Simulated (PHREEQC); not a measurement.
4.5 g of hydrous ferric oxide (600 m²/g; 0.2 weak and 0.005 strong sites per Fe, Dzombak-Morel constants, diffuse double layer) in 1 kg of water with 0.1 mol/kgw of an inert sodium salt and 8.1e-05 mol PbCl2, at 25 °C; the pH is set by adding NaOH or the inert anion's acid. O2 is buffered at 0.21 atm. The system is closed to CO2. Precipitation was switched off in this run.

Base run: PHREEQC, ion-association model, wateq4f.dat. Each further column changes one thing. The table gives surface charge σ (C/m²).

```
pH     base  background salt from 0.1 to 0.01 mol/kgw  oxide from 4.5 to 22 g/kgw  0.013 mol/kgw CuCl2 added
---  ------  ----------------------------------------  --------------------------  -------------------------
4     0.322                                     0.230                       0.327                      0.334
5     0.217                                     0.120                       0.222                      0.306
6.5   0.075                                     0.031                       0.075                      0.339
7.5   0.023                                     0.009                       0.023                      0.285
8.5  -0.013                                    -0.005                      -0.014                      0.159
9.5  -0.059                                    -0.024                      -0.061                      0.058
11   -0.189                                    -0.102                      -0.195                     -0.020
12   -0.304                                    -0.233                      -0.312                     -0.094
```

 In at least one series the solution becomes supersaturated in solids that the run did not let form, among them Cu(OH)2, Atacamite. The database's constant for dissolved Cu(OH)2 is higher than later reviews accept.
